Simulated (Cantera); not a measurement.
A Cantera script and its output.

```python
import numpy as np
import cantera as ct

gas = ct.Solution("gri30.yaml")
gas.TPX = 1648, 4900, {'NO': 1, 'N2': 0.1}
reactor = ct.IdealGasConstPressureReactor(gas, energy="off", clone=False)
net = ct.ReactorNet([reactor])
net.rtol, net.atol = 1e-08, 1e-18
show = ['NO', 'O2', 'O', 'N2', 'N2O', 'NO2']
times = np.geomspace(0.0002, 20, 11)

steps = ct.SolutionArray(gas, extra=["t"])
rows = []
print(f"{'t/s':>10s}{'T/K':>9s}{'P/Pa':>11s}" + "".join(f"{s:>11s}" for s in show))
for t in times:
    while net.time < t:
        t_next = net.step()
        steps.append(gas.state, t=t_next)
    rows.append([np.interp(t, steps.t, y) for y in (steps.T, steps.P, *steps(*show).X.T)])
    print(f"{t:10.3e}{rows[-1][0]:9.1f}{rows[-1][1]:11.4g}" + "".join(f"{x:11.3e}" for x in rows[-1][2:]))
rate = np.gradient(steps.T, steps.t)
print("integrator steps:", len(steps.t))
if steps.T.max() > steps.T[0] + 200:
    print(f"time of steepest temperature rise: {steps.t[rate.argmax()]:.4e} s")
gas.TPX = 1648, 4900, {'NO': 1, 'N2': 0.1}
gas.equilibrate("TP")
print(f"equilibrium (TP): T = {gas.T:.1f} K  " + "  ".join(f"{s} {gas[s].X[0]:.3e}" for s in show))
```

It prints:

```
       t/s      T/K       P/Pa         NO         O2          O         N2        N2O        NO2
 2.000e-04   1648.0       4900  9.091e-01  3.613e-10  4.086e-07  9.091e-02  4.230e-07  1.502e-08
 6.325e-04   1648.0       4900  9.091e-01  3.438e-09  1.201e-06  9.091e-02  1.336e-06  1.406e-07
 2.000e-03   1648.0       4900  9.091e-01  3.252e-08  3.060e-06  9.091e-02  4.203e-06  1.196e-06
 6.325e-03   1648.0       4900  9.091e-01  3.431e-07  5.654e-06  9.091e-02  1.309e-05  7.742e-06
 2.000e-02   1648.0       4900  9.090e-01  4.066e-06  7.691e-06  9.092e-02  3.943e-05  3.138e-05
 6.325e-02   1648.0       4900  9.088e-01  4.197e-05  1.018e-05  9.095e-02  1.073e-04  7.444e-05
 2.000e-01   1648.0       4900  9.083e-01  2.716e-04  1.239e-05  9.114e-02  2.220e-04  9.873e-05
 6.325e-01   1648.0       4900  9.064e-01  1.182e-03  1.380e-05  9.203e-02  2.830e-04  1.109e-04
 2.000e+00   1648.0       4900  9.004e-01  4.151e-03  1.541e-05  9.501e-02  2.802e-04  1.323e-04
 6.325e+00   1648.0       4900  8.819e-01  1.338e-02  1.935e-05  1.043e-01  2.649e-04  1.839e-04
 2.000e+01   1648.0       4900  8.269e-01  4.081e-02  2.757e-05  1.318e-01  2.261e-04  2.795e-04
integrator steps: 655
equilibrium (TP): T = 1648.0 K  NO 2.899e-03  O2 4.530e-01  O 7.746e-05  N2 5.440e-01  N2O 3.148e-08  NO2 3.343e-06
```

Model: GRI-Mech 3.0 (53 species, 325 reactions), integrated in Cantera. Radical loss at walls, strong at low pressure, is not modelled.
